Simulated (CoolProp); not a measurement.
Vapour-liquid equilibrium of R134a (1) + R245fa (2) at -42.05 °C; x and y are mole fractions of (1).

Computed with CoolProp (multi-fluid Helmholtz-energy mixture model, Tillner-Roth 1994 and Akasaka 2015; pair parameters Akasaka 2014).

```tsv
x	bubble pressure (kPa)	y at the bubble point	dew pressure at overall composition x (kPa)	liquid density (mol/L)
0.05	7.177	0.325	5.325	11.36
0.125	10.28	0.565	5.728	11.55
0.2	…	0.692	6.197	11.73
0.275	16.41	0.772	6.749	11.92
0.35	19.45	0.827	7.409	12.11
0.425	22.47	0.867	8.211	12.30
0.5	25.50	0.897	9.208	12.49
0.575	28.52	0.921	10.48	12.69
0.65	31.56	0.941	12.15	12.89
0.725	…	0.958	14.46	13.10
0.8	37.67	…	17.84	13.32
0.875	40.75	0.983	23.24	13.55
0.95	43.86	…	33.14	13.79
```

Task: Complete the blanks.

Result: 
- 0.2, bubble pressure (kPa): 13.36
- 0.725, bubble pressure (kPa): 34.61
- 0.8, y at the bubble point: 0.971
- 0.95, y at the bubble point: 0.994

No azeotrope shows between x = 0.05 and 0.95.

Pair parameters are fitted to limited data, so mixtures are less certain than the pure fluids.
